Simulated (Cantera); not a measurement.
# Adiabatic ignition

An adiabatic, constant-volume homogeneous reactor starts with 11.2 % CH4, 18.7 % O2, 70.1 % N2, equivalence ratio 1.2, at 1750 K and 0.650 bar.

Cantera simulation using GRI-Mech 3.0 (53 species, 325 reactions); the numbers are that mechanism's predictions, not measurements.

```csv
t (s),T (K),P (bar),x CH4,x O2,x CO2,x CO,x HCO,x H2O
2.00e-6,1750,0.650,0.112,0.187,4.72e-11,3.72e-10,5.44e-12,1.32e-6
7.29e-6,1750,0.650,0.112,0.187,1.44e-9,1.14e-8,1.11e-10,8.39e-6
2.65e-5,1749,0.650,0.112,0.187,5.74e-8,5.65e-7,2.98e-9,6.18e-5
9.67e-5,1751,0.651,0.110,0.186,5.87e-6,9.04e-5,2.36e-7,0.000974
0.000352,2955,1.20,<1e-12,0.0146,0.0318,0.0702,1.75e-7,0.136
0.00128,2951,1.20,<1e-12,0.0127,0.0314,0.0707,1.75e-7,0.136
0.00468,2951,1.20,<1e-12,0.0126,0.0314,0.0708,1.75e-7,0.136
0.0170,2951,1.20,<1e-12,0.0126,0.0314,0.0708,1.75e-7,0.136
0.0620,2951,1.20,<1e-12,0.0126,0.0314,0.0708,1.75e-7,0.136
0.226,2951,1.20,<1e-12,0.0126,0.0314,0.0708,1.75e-7,0.136
0.823,2951,1.20,<1e-12,0.0126,0.0314,0.0708,1.75e-7,0.136
3.00,2951,1.20,<1e-12,0.0126,0.0314,0.0708,1.75e-7,0.136
```
x: mole fraction; the columns are a selection and need not sum to one.

time of steepest temperature rise: 0.220 ms
temperature at 3.00 s: 2951 K
equilibrium temperature: 2951 K
x(CH4) at 3.00 s: <1e-12 (gas-phase equilibrium <1e-12)
x(O2) at 3.00 s: 0.0126 (gas-phase equilibrium 0.0126)
x(CO2) at 3.00 s: 0.0314 (gas-phase equilibrium 0.0314)
